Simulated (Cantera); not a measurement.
What does this Cantera script print?

```python
import numpy as np
import cantera as ct

gas_names = """
    N NO NO2 NO3 N2 N2O O O2 O3 Si SiN SiO SiO2 Si2 Si2N Si3
""".split()
cond_names = """
    Si(cr) Si(L) SiO2(Lqz) SiO2(hqz) SiO2(L) Si2N2O(s) Si3N4(a)
""".split()


# ... load() reads the species with a 1 bar reference pressure and builds the phases ...
atoms = {
    'Si3N4': {'Si': 3, 'N': 4},
    'O2': {'O': 2},
    'N2': {'N': 2},
}
top_T = {'Si2N2O(s)': 2100, 'Si3N4(a)': 2400}  # K; cautious upper limits of use, not melting points


# ... equilibrate(T, P, feed) seeds the gas with the atoms and calls Mixture.equilibrate('TP', solver="vcs", rtol=1e-11, max_steps=5000) ...
results = []
feed = {'Si3N4': 1, 'O2': 1.6, 'N2': 1.1}  # mol
T = 1100  # K
P = 0.25  # Pa
mix = equilibrate(T, P, feed)
results.append((T, P, feed, dict(zip(mix.species_names, mix.species_moles))))
print(gas.report(threshold=0.0001))
for i in range(1, mix.n_phases):
    print(f"{mix.phase(i).name:16s} {mix.phase_moles(i):12.5e} mol")
```

Output:

```
       temperature   1100 K
          pressure   0.25 Pa
           density   7.6576e-07 kg/m^3
  mean mol. weight   28.014 kg/kmol
   phase of matter   gas

                          1 kg             1 kmol
                     ---------------   ---------------
          enthalpy        8.8368e+05        2.4756e+07  J
   internal energy         5.572e+05         1.561e+07  J
           entropy             12085        3.3857e+05  J/K
    Gibbs function        -1.241e+07       -3.4767e+08  J
 heat capacity c_p            1184.5             33183  J/K
 heat capacity c_v            887.69             24868  J/K

                      mass frac. Y      mole frac. X     chem. pot. / RT
                     ---------------   ---------------   ---------------
                N2           0.99996           0.99997           -38.013
     [  +15 minor]        4.1179e-05        2.6168e-05

Si(cr)            0.00000e+00 mol
SiO2(hqz)         1.13331e+00 mol
Si2N2O(s)         9.33314e-01 mol
Si3N4(a)          0.00000e+00 mol
```

Cantera equilibrium calculation (NASA polynomials, part measured and part estimated; ideal gas, pure solids and liquids). Mutual solubility and eutectic melting of coexisting phases are not modelled.
